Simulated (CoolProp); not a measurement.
Nitrogen along the isobar 4180 kPa: fugacity coefficient from the reference equation and from simpler models built on Tc = 126.2 K, pc = 3396 kPa, ω = 0.037; each cubic takes its own stable root.

Model: reference Helmholtz-energy equation of state, Span 2000, in CoolProp.

| T (K) | phase | reference |
|---|---|---|
| 97.2 | liquid | 0.1569 |
| 120.5 | liquid | 0.4765 |
| 143.8 | supercritical | 0.7403 |
| 167.1 | supercritical | 0.8413 |
| 190.4 | supercritical | 0.8995 |
| 213.7 | supercritical | 0.9361 |
| 237.1 | supercritical | 0.9604 |
| 260.4 | supercritical | 0.9768 |
| 283.7 | supercritical | 0.9883 |
| 307 | supercritical | 0.9966 |
| 330.3 | supercritical | 1.003 |
| 353.7 | supercritical | 1.007 |
| 377 | supercritical | 1.010 |
| 400.3 | supercritical | 1.012 |

How far does each simpler model (van der Waals, Redlich-Kwong, Soave-Redlich-Kwong, Peng-Robinson) lie from the reference over these 14 states: mean and median of the absolute difference, and the worst?


- van der Waals: mean 7.4 %, median 2.0 %, worst +69.6 % at 97.2 K and 4180 kPa
- Redlich-Kwong: mean 0.8 %, median 0.8 %, worst +1.3 % at 120.5 K and 4180 kPa
- Soave-Redlich-Kwong: mean 0.5 %, median 0.5 %, worst +1.1 % at 97.2 K and 4180 kPa
- Peng-Robinson: mean 1.7 %, median 1.4 %, worst -4.1 % at 143.8 K and 4180 kPa
